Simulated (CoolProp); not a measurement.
Model: reference Helmholtz-energy equation of state, Lemmon 2006, in CoolProp. It is a short technical equation, of lower accuracy than the large ones.

Q: For acetone, give the phase and the density (kg/m³), isothermal compressibility (1/MPa) at 424.6 K and 6790 kPa.

A: 
- 424.6 K and 6790 kPa: liquid; density 637, isothermal compressibility 0.00483
